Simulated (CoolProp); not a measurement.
Vapour-liquid equilibrium of sulfur dioxide (1) + toluene (2) at 0.0409 MPa; x and y are mole fractions of (1).

Values from CoolProp's multi-fluid Helmholtz-energy mixture model, Gao 2016 and Lemmon 2006; pair parameters Bell 2016.

Q: Give the bubble temperature and the first vapour's composition at x = 0.35, 0.55, 0.95. Is there an azeotrope?

A: x = 0.35: 266.4 K, y = 0.991; x = 0.55: 255.5 K, y = 0.997; x = 0.95: 245.5 K, y = 1.000. No azeotrope shows between x = 0.05 and 0.95.

Pair parameters are fitted to limited data, so mixtures are less certain than the pure fluids. The gap from Raoult's law changes sign with composition, which may be real or a fault of the pair parameters; it wasn't checked against measurements.
